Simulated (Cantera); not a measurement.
Input: 1 mol B2O3, 29 mol H2, a varied amount of N2, equilibrated at 0.00133 bar.

These are equilibrium values from Cantera (NASA tables, ideal gas, pure condensed phases), not measurements of a reactor. Candidate condensed phases: B, BN, B2O3, B3O3H3, H2O; 39 gas species. N2 is the only nitrogen source here; it is nearly inert below about 1500 K, so the nitride shown seldom forms there in practice. Mutual solubility and eutectic melting of coexisting phases are not modelled. Equilibrium is a limit: real reactors are often held back by kinetics, nucleation or transport.

Question: What condenses at these points (T in K, n(N2) in mol): (1323, 31); (1473, 66); (1723, 140); (1673, 45); (1373, 96); (1823, 45)?

Answer: 
```
T (K)  n(N2) in mol  condensed phases  B condensed (%)
-----  ------------  ----------------  ---------------
1323             31         BN + B2O3             90.8
1473             66                BN              1.5
1723            140          gas only              0.0
1673             45          gas only              0.0
1373             96         BN + B2O3             66.6
1823             45          gas only              0.0
```
